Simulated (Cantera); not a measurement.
# Thermodynamics of fluorocarbon and chlorocarbon gases, feed C2F6 + F2 + H2

Input: 1 mol C2F6, 0.15 mol F2, 12 mol H2, equilibrated at 10.0 mbar.

Cantera equilibrium calculation (NASA polynomials, part measured and part estimated; ideal gas, pure solids and liquids). Candidate condensed phases: C, C6H6, C7H8, C8H18; 95 gas species. The feed counts by its element totals alone. Equilibrium is a limit: real reactors are often held back by kinetics, nucleation or transport.

```
T (°C)     x H    x H2   x HF       x F      x C3       x C  x C2H2 (acetylene)      x C2  n C(graphite)
------  ------  ------  -----  --------  --------  --------  ------------------  --------  -------------
1750    0.0144   0.572  0.413   4.67e-6   4.85e-9   4.97e-9            0.000511  4.12e-10           1.98
1850    0.0269   0.562  0.410   1.29e-5   4.79e-8   3.69e-8            0.000931   4.13e-9           1.97
1950    0.0473   0.545  0.406   3.27e-5   3.83e-7   2.29e-7             0.00158   3.36e-8           1.95
2050    0.0785   0.519  0.399   7.68e-5   2.55e-6   1.21e-6             0.00252   2.27e-7           1.92
2150     0.123   0.483  0.390  0.000169   1.44e-5   5.58e-6             0.00374   1.31e-6           1.88
2250     0.183   0.434  0.377  0.000353   7.09e-5   2.28e-5             0.00517   6.56e-6           1.82
2350     0.257   0.373  0.361  0.000706  0.000307   8.33e-5             0.00661   2.90e-5           1.73
2450     0.342   0.304  0.342   0.00137   0.00119  0.000277             0.00779  0.000115           1.59
2550     0.428   0.233  0.321   0.00260   0.00418  0.000846             0.00838  0.000410           1.30
2650     0.503   0.165  0.297   0.00485    0.0134   0.00239             0.00816   0.00134          0.504
2750     0.568   0.112  0.274   0.00892    0.0198   0.00499             0.00468   0.00255              0
2850     0.619  0.0744  0.252    0.0161    0.0189   0.00867             0.00201   0.00353              0
2950     0.655  0.0480  0.228    0.0281    0.0165    0.0141            0.000818   0.00451              0
```
x: gas mole fraction; n: condensed amount in mol.

From 1750 °C to 2650 °C the condensed part is C(graphite). From 2750 °C to 2950 °C nothing is condensed. The main C-bearing gas is C2H2 (acetylene) at 1750 °C and C3 at 2950 °C.
